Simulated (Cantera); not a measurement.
Feed: 1 mol Ta, 1.5 mol H₂O, 350 mol H₂, equilibrated at 1950 °C and 8.20 mbar.

Method: chemical equilibrium by Gibbs-energy minimisation in Cantera with the NASA 1993 tables (ideal gas, pure condensed phases). Candidate condensed phases: H₂O, Ta, Ta₂O₅; 12 gas species. Condensed phases not in the tables: N, O or C dissolved in the metal. Rates play no part.

Base state: H₂ 0.929, H 0.0682, H₂O 0.00191, TaO₂ 0.000911, TaO 0.000368, OH 2.02e-5 (mole fractions); condensed: Ta(s).

What changes in the equilibrium state with this change: temperature from 1950 °C to 652 °C?


```tsv
species	before	after
H₂	0.929	1.00
H₂O	0.00191	4.17e-8
H	0.0682	2.88e-9
TaO₂	0.000911	<1e-9
TaO	0.000368	<1e-9
OH	2.02e-5	<1e-9
Ta(s), mol	0.534	0.400
Ta₂O₅(s), mol	0	0.300
```
